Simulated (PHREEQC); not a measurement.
0.78 g of hydrous ferric oxide (600 m²/g; 0.2 weak and 0.005 strong sites per Fe, Dzombak-Morel constants, diffuse double layer) in 1 kg of water with 0.01 mol/kgw of an inert sodium salt and 1.2e-05 mol/kgw MnCl2, at 25 °C; the pH is set by adding NaOH or the inert anion's acid. The system is closed to oxygen. No CO2 enters from the air. No solid was allowed to form.

Model: ion-association model, wateq4f.dat, run in PHREEQC.

### Question
Predict surface charge σ (C/m²), surface potential ψ (mV) at pH = 6.67, 8, 10.67, 12.

### Answer
```json
[
 {"pH": "6.67", "surface charge σ (C/m²)": "0.026", "surface potential ψ (mV)": "78"},
 {"pH": "8", "surface charge σ (C/m²)": "0.002", "surface potential ψ (mV)": "7"},
 {"pH": "10.67", "surface charge σ (C/m²)": "-0.074", "surface potential ψ (mV)": "-129"},
 {"pH": "12", "surface charge σ (C/m²)": "-0.228", "surface potential ψ (mV)": "-168"}
]
```
